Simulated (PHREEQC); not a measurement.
A solution holds 0.29 mol/kgw NiCl2 and 6.5e-05 mol/kgw Na2SO4, at 59 °C. Closed to the air; pH follows from the charge balance.

Computed with PHREEQC (ion-association model, wateq4f.dat).

Each row changes one thing in this solution. Precipitation was switched off in this run.

```json
[
 {"case": "as made", "pH": "5.08", "ionic strength (mol/kgw)": "0.658", "NiOH+ (mol/kgw)": "1.11e-5", "Ni(OH)2 (mol/kgw)": "7.06e-11"},
 {"case": "Na2SO4 from 6.5e-05 to 5.85e-05 mol/kgw", "pH": "5.08", "ionic strength (mol/kgw)": "0.658", "NiOH+ (mol/kgw)": "1.11e-5", "Ni(OH)2 (mol/kgw)": "7.05e-11"},
 {"case": "Na2SO4 from 6.5e-05 to 7.15e-05 mol/kgw", "pH": "5.08", "ionic strength (mol/kgw)": "0.658", "NiOH+ (mol/kgw)": "1.11e-5", "Ni(OH)2 (mol/kgw)": "7.06e-11"},
 {"case": "Na2SO4 left out", "pH": "5.08", "ionic strength (mol/kgw)": "0.658", "NiOH+ (mol/kgw)": "1.11e-5", "Ni(OH)2 (mol/kgw)": "7.05e-11"},
 {"case": "temperature from 59 to 5 °C", "pH": "5.86", "ionic strength (mol/kgw)": "0.638", "NiOH+ (mol/kgw)": "…", "Ni(OH)2 (mol/kgw)": "…"}
]
```

### Question
Fill in the missing entries.

### Answer

- temperature from 59 to 5 °C, NiOH+ (mol/kgw): 1.80e-6
- temperature from 59 to 5 °C, Ni(OH)2 (mol/kgw): 2.74e-9

Away from 25 °C the constants follow the database's enthalpies or fits; those with neither stay at their 25 °C values.
